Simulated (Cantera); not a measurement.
A closed system holds: 1 mol SiCl4, 0.013 mol C2H4, 97 mol H2, a varied amount of CH4, equilibrated at 1748.15 K and 1.30 mbar.

Cantera equilibrium calculation (NASA polynomials, part measured and part estimated; ideal gas, pure solids and liquids). Candidate condensed phases: C, C6H6, C7H8, C8H18, Si, SiC; 109 gas species. Mutual solubility and eutectic melting of coexisting phases are not modelled. The tables' values for SiCl are old estimates; treat these amounts as uncertain. Gases not in the tables: Si2H6 and higher silanes. The numbers say what is thermodynamically allowed, not how fast it happens.

log p: log10 of the partial pressure in bar; n: condensed amount in mol.

```
n(CH4) (mol)  log p H2  log p HCl  log p H  log p SiCl2  n Si(l)  n SiC(s)  n C(graphite)
------------  --------  ---------  -------  -----------  -------  --------  -------------
0.051            -2.91      -4.37    -5.09        -5.32    0.419    0.0761              0
0.082            -2.91      -4.37    -5.09        -5.32    0.388     0.107              0
0.13             -2.91      -4.37    -5.09        -5.32      [?]       [?]              0
0.22             -2.91      -4.38    -5.09        -5.32    0.251     0.245              0
0.36             -2.91      -4.38    -5.09        -5.33    0.111     0.385              0
0.58             -2.91      -4.36    -5.09        -5.42        0     0.605              0
0.95             -2.91      -4.30    -5.09        -6.54        0     0.972              0
1.6              -2.91      -4.30    -5.09        -6.89        0     0.987            [?]
2.5              -2.91      -4.31    -5.09        -6.91        0     0.987           1.52
```

Problem. What belongs in the gaps?

Solution. 
- 1.6, n C(graphite): 0.616
- 0.13, n Si(l): 0.340
- 0.13, n SiC(s): 0.155
